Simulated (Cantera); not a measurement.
Charge: 1 mol PbO, 0.055 mol CO, 0.24 mol H2, held at 525 °C and 0.750 bar.

Equilibrium computed with Cantera from the NASA thermochemical tables; the gas is ideal and each condensed phase is pure. The numbers say what is thermodynamically allowed, not how fast it happens.

| species | before | after |
|---|---|---|
| CO2 | 0.186 | 0.754 |
| CO | 2.72e-6 | 0.0977 |
| H2O | 0.814 | 0.0936 |
| H2 | 5.08e-5 | 0.0519 |
| CH4 | <1e-9 | 0.00280 |
| Pb(l), mol | 0.295 | 1.00 |
| PbO(yellow), mol | 0.705 | 0 |
| C(graphite), mol | 0 | 0.342 |
Gas species are given as mole fractions.

**Question.** Name the change that produced these shifts.
A) H2 from 0.24 to 2.3 mol
B) CO from 0.055 to 1.7 mol
C) temperature from 525 °C to 975 °C
D) temperature from 525 °C to 1202 °C

**Answer.** B, CO from 0.055 to 1.7 mol
